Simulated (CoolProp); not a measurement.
Vapour-liquid equilibrium of n-pentane (1) + benzene (2) at 0.0515 MPa; x and y are mole fractions of (1).

Computed with CoolProp (multi-fluid Helmholtz-energy mixture model, Thol 2019 and Thol 2012; pair parameters Bell 2016).

| x | bubble temperature (°C) | y at the bubble point | dew temperature at overall composition x (°C) | liquid density (mol/L) |
|---|---|---|---|---|
| 0.05 | 52.0 | 0.274 | 58.3 | 10.65 |
| 0.15 | 42.1 | 0.549 | 55.7 | 10.49 |
| 0.25 | 36.0 | 0.680 | 52.7 | 10.28 |
| 0.35 | 31.9 | 0.757 | 49.6 | 10.06 |
| 0.45 | 28.8 | 0.810 | 46.0 | 9.839 |
| 0.55 | 26.3 | 0.851 | 42.0 | 9.618 |
| 0.65 | 24.1 | 0.887 | 37.5 | 9.403 |
| 0.75 | 22.1 | 0.920 | 32.3 | 9.195 |
| 0.85 | 20.3 | 0.951 | 26.3 | 8.995 |
| 0.95 | 18.5 | 0.984 | 20.3 | 8.804 |

No azeotrope shows between x = 0.05 and 0.95.

Pair parameters are fitted to limited data, so mixtures are less certain than the pure fluids.
